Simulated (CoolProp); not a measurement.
R21 at several states: fugacity coefficient from the reference equation and from simpler models built on Tc = 452.7 K, pc = 5289 kPa, ω = 0.206; each cubic takes its own stable root.

The numbers come from the reference Helmholtz-energy equation of state, Platzer 1990 in CoolProp. This equation is an older, rougher fit; its heat capacities, sound speeds and derivatives of the liquid may be far off and weren't checked against measurements.

```csv
T (K),p (kPa),phase,reference
363.6,4220,liquid,0.2391
454.9,1610,gas,0.9002
291.6,1840,liquid,0.07930
288.5,733,liquid,0.1726
```

How far does each simpler model (van der Waals, Redlich-Kwong, Soave-Redlich-Kwong, Peng-Robinson) lie from the reference over these 4 states: mean and median of the absolute difference, and the worst?


- van der Waals: mean 196.2 %, median 212.2 %, worst +359.3 % at 288.5 K and 733 kPa
- Redlich-Kwong: mean 31.6 %, median 36.9 %, worst +52.6 % at 288.5 K and 733 kPa
- Soave-Redlich-Kwong: mean 0.9 %, median 0.4 %, worst +2.7 % at 363.6 K and 4220 kPa
- Peng-Robinson: mean 0.8 %, median 0.7 %, worst -1.2 % at 454.9 K and 1610 kPa
